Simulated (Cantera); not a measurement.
Mixture: CH₄ : C₂H₆ : C₃H₈ : O₂ : N₂ : H₂O = 1 : 0.15 : 0.11 : 6.99 : 23.8 : 0.97 (molar parts), at 3.16 atm, adiabatic and at constant volume. Ignition delay is the time to a rise of 400 K.

Computed with Cantera and GRI-Mech 3.0 (53 species, 325 reactions).

**Question.** What does this change do: pressure from 3.16 atm to 4.93 atm?

**Answer.** 
| quantity | before | after |
|---|---|---|
| delay at 1050 K | 16.6 ms | 13.1 ms |
| delay at 1150 K | 2.85 ms | 2.28 ms |
| delay at 1250 K | 0.685 ms | 0.541 ms |
| delay at 1350 K | 0.208 ms | 0.163 ms |
| apparent activation energy between 1300 and 1400 K | 170 kJ/mol | 170 kJ/mol |

**Question.** What does this change do: pressure from 3.16 atm to 0.385 atm?

**Answer.** 
| quantity | before | after |
|---|---|---|
| delay at 1050 K | 16.6 ms | 47.0 ms |
| delay at 1150 K | 2.85 ms | 8.82 ms |
| delay at 1250 K | 0.685 ms | 2.24 ms |
| delay at 1350 K | 0.208 ms | 0.718 ms |
| apparent activation energy between 1300 and 1400 K | 170 kJ/mol | 160 kJ/mol |
